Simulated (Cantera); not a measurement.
An isothermal, constant-pressure homogeneous reactor starts with C₂H₆ : H₂ = 1 : 12 (molar parts), at 1025 K and 0.000350 bar. Integrator tolerance rtol = 1e-08.

Computed with Cantera and GRI-Mech 3.0 (53 species, 325 reactions). GRI-Mech 3.0 stops at C3 and has no aromatics, soot or wall deposition, so with more carbon than oxygen in the feed, carbon stays in small species such as C2H2 where larger ones or solid carbon would form. Radical loss at walls, strong at low pressure, is not modelled.

Problem. What does this change do: pressure from 0.000350 bar to 0.00190 bar?

Solution. 
| quantity | before | after |
|---|---|---|
| x(C₂H₆) at 10.0 s | 0.0665 (gas-phase equilibrium 1.52e-6) | 0.0330 (gas-phase equilibrium 5.12e-6) |
| x(H₂) at 10.0 s | 0.922 (gas-phase equilibrium 0.889) | 0.920 (gas-phase equilibrium 0.853) |
| x(CH₄) at 10.0 s | 0.00290 (gas-phase equilibrium 0.0785) | 0.0125 (gas-phase equilibrium 0.141) |
| x(CH₃) at 10.0 s | 1.11e-5 (gas-phase equilibrium 3.43e-7) | 4.53e-6 (gas-phase equilibrium 2.70e-7) |
| x(C₂H) at 10.0 s | <1e-12 (gas-phase equilibrium <1e-12) | <1e-12 (gas-phase equilibrium <1e-12) |

Problem. What does this change do: H2 12 to 36 parts?

Solution. 
```json
[
 {"quantity": "x(C₂H₆) at 10.0 s", "before": "0.0665 (gas-phase equilibrium 1.52e-6)", "after": "0.0238 (gas-phase equilibrium 3.61e-7)"},
 {"quantity": "x(H₂) at 10.0 s", "before": "0.922 (gas-phase equilibrium 0.889)", "after": "0.973 (gas-phase equilibrium 0.953)"},
 {"quantity": "x(CH₄) at 10.0 s", "before": "0.00290 (gas-phase equilibrium 0.0785)", "after": "0.000923 (gas-phase equilibrium 0.0397)"},
 {"quantity": "x(CH₃) at 10.0 s", "before": "1.11e-5 (gas-phase equilibrium 3.43e-7)", "after": "3.81e-6 (gas-phase equilibrium 1.67e-7)"},
 {"quantity": "x(C₂H) at 10.0 s", "before": "<1e-12 (gas-phase equilibrium <1e-12)", "after": "<1e-12 (gas-phase equilibrium <1e-12)"}
]
```
